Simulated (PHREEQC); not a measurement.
Solution (25 °C): 0.0002 mol Na2S, 7.3e-06 mol HCl and 6e-05 mol MnCl2 per kg of water. Closed to the air; pH follows from the charge balance.

All values are PHREEQC results (ion-association model, wateq4f.dat), not measurements.

This is a speciation only: nothing precipitates in the calculation.

Task: Predict the pH.

Result: pH 10.23.

Task: In which forms is Mn present?

Result: Mn+2 71 %, MnOH+ 29 % of the Mn.

Examples of supersaturated solids here: Pyrochroite. Others may be too. The polysulfide entries of wateq4f.dat were taken out for this run.
